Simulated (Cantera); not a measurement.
A perfectly stirred reactor is fed with 0.229 % CO, 7.42 % O₂, 0.769 % H₂O, 91.6 % N₂, equivalence ratio 0.015, at 10.0 bar; it is held at 1350 K, and followed from long to short residence time.

Cantera simulation using GRI-Mech 3.0 (53 species, 325 reactions); the numbers are that mechanism's predictions, not measurements.

One state of this run: x CO = 2.86e-5; x O₂ = 0.0731; x H₂O = 0.00770; x CO₂ = 0.00226; x NO = 6.30e-8. x: mole fraction; the columns are a selection and need not sum to one.

### Question
Which value of τ (s) does it belong to?
A. 0.0019
B. 0.0058
C. 0.53
D. 0.018

### Answer
C, 0.53
